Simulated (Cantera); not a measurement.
Equilibrium for metals in furnace atmospheres: Pb + H₂S + H₂ + NH₃

Feed: 1 mol Pb, 0.95 mol H₂S, 160 mol H₂, 1.2 mol NH₃, at 0.980 bar.

These are equilibrium values from Cantera (NASA tables, ideal gas, pure condensed phases), not measurements of a reactor. Candidate condensed phases: Pb, PbS, S; 18 gas species. The numbers say what is thermodynamically allowed, not how fast it happens.

From 1050 K to 1300 K the condensed part is Pb(l). From 1350 K to 1600 K nothing is condensed. The main Pb-bearing gas is PbS at 1050 K and Pb at 1600 K.

```csv
T (K),x H₂,x H₂S,x Pb,x N₂,x PbS,n Pb(l)
1050,0.990,0.00575,4.75e-5,0.00366,6.89e-5,0.981
1100,0.990,0.00567,0.000124,0.00366,0.000145,0.956
1150,0.990,0.00553,0.000296,0.00366,0.000280,0.906
1200,0.990,0.00530,0.000656,0.00366,0.000504,0.810
1250,0.989,0.00496,0.00136,0.00366,0.000839,0.639
1300,0.988,0.00450,0.00268,0.00365,0.00129,0.349
1350,0.986,0.00409,0.00439,0.00365,0.00169,0
1400,0.986,0.00420,0.00451,0.00365,0.00157,0
1450,0.986,0.00430,0.00461,0.00365,0.00147,0
1500,0.986,0.00438,0.00471,0.00365,0.00137,0
1550,0.986,0.00446,0.00480,0.00365,0.00128,0
1600,0.986,0.00452,0.00488,0.00365,0.00120,0
```
x: gas mole fraction; n: condensed amount in mol.
